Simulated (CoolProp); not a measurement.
Vapour-liquid equilibrium of CH3F (R41) (1) + chloromethane (R40) (2) at 588 kPa; x and y are mole fractions of (1).

Values from CoolProp's multi-fluid Helmholtz-energy mixture model, Lemmon 2006 and Thol 2014; pair parameters Bell 2016.

| x | bubble temperature (K) | y at the bubble point | dew temperature at overall composition x (K) | liquid density (mol/L) |
|---|---|---|---|---|
| 0.05 | 290.6 | 0.235 | 297.1 | 18.45 |
| 0.15 | 276.9 | 0.540 | 293.7 | 19.20 |
| 0.25 | 266.6 | 0.708 | 290.0 | 19.85 |
| 0.35 | 258.8 | 0.806 | 285.9 | 20.41 |
| 0.45 | 252.8 | 0.866 | 281.5 | 20.93 |
| 0.55 | 248.1 | 0.907 | 276.4 | 21.40 |
| 0.65 | 244.2 | 0.935 | 270.6 | 21.84 |
| 0.75 | 240.8 | 0.958 | 263.5 | 22.26 |
| 0.85 | 237.9 | 0.976 | 254.6 | 22.68 |
| 0.95 | 235.1 | 0.992 | 242.0 | 23.09 |

No azeotrope shows between x = 0.05 and 0.95.

The pair parameters rest on a limited set of measurements; away from them the model extrapolates. The gap from Raoult's law changes sign with composition, which may be real or a fault of the pair parameters; it wasn't checked against measurements.
